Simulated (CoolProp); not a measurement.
Values from CoolProp's reference Helmholtz-energy equation of state, de Vries 1995.

**Question.** For R124, give the phase and the cp (kJ/(kg K)), cv (kJ/(kg K)), viscosity (µPa s), conductivity (mW/(m K)) at 259.4 K and 12.1 bar; 353 K and 12.1 bar.

**Answer.** 
- 259.4 K and 12.1 bar: liquid; cp 1.06, cv 0.724, viscosity 413, conductivity 83.4
- 353 K and 12.1 bar: gas; cp 0.975, cv 0.797, viscosity 15.7, conductivity 18.7

Viscosity comes from a separate model (Bell 2016), an estimate that may be off by 10 % or more. Thermal conductivity comes from a separate model (Huber 2003), an estimate that may be off by 10 % or more.
